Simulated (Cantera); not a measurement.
**Ignition delay**

Mixture: H₂ : O₂ : N₂ = 1 : 0.746 : 2.81 (molar parts), at 1730 Torr, adiabatic and at constant pressure. Ignition delay is the time to a rise of 400 K.

Computed with Cantera and the H2/O2 subset of GRI-Mech 3.0, which has no nitrogen chemistry. The hydrogen kinetics of GRI-Mech 3.0 are dated; newer H2 mechanisms differ, most at raised pressure. Below about 950 K walls govern HO2 and H2O2 in real vessels.

```csv
T0 (K),delay (ms)
875,685
975,23.4
1075,0.0953
1175,0.0275
1275,0.0151
1375,0.0100
```

```json
{
  "apparent activation energy between 1175 and 1375 K": "68 kJ/mol"
}
```
